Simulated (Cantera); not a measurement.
A closed system holds: 1 mol SiCl4, 4.6 mol HCl, 790 mol H2, 0.92 mol C2H2, held at 12.0 mbar.

Method: chemical equilibrium by Gibbs-energy minimisation in Cantera with the NASA 1993 tables (ideal gas, pure condensed phases). Candidate condensed phases: C, C6H6, C7H8, C8H18, Si, SiC; 109 gas species. Gases not in the tables: Si2H6 and higher silanes. Equilibrium is a limit: real reactors are often held back by kinetics, nucleation or transport.

Problem. Which condensed phases are stable at each of these points (T (°C)): 925, 1025, 1125, 1225, 1325, 1425, 1525, 1625, 1725, 1825, 1925, 2025, 2125?

Solution. 
```
T (°C)      condensed phases  Si condensed (%)
------  --------------------  ----------------
925     C(graphite) + SiC(s)             100.0
1025    C(graphite) + SiC(s)              99.9
1125    C(graphite) + SiC(s)              99.9
1225    C(graphite) + SiC(s)              99.8
1325    C(graphite) + SiC(s)              99.6
1425    C(graphite) + SiC(s)              99.4
1525    C(graphite) + SiC(s)              98.6
1625    C(graphite) + SiC(s)              95.2
1725                  SiC(s)              78.3
1825                  SiC(s)               2.5
1925                gas only               0.0
2025                gas only               0.0
2125                gas only               0.0
```

From 925 °C to 1625 °C the condensed part is C(graphite) + SiC(s). From 1725 °C to 1825 °C the condensed part is SiC(s). From 1925 °C to 2125 °C nothing is condensed.
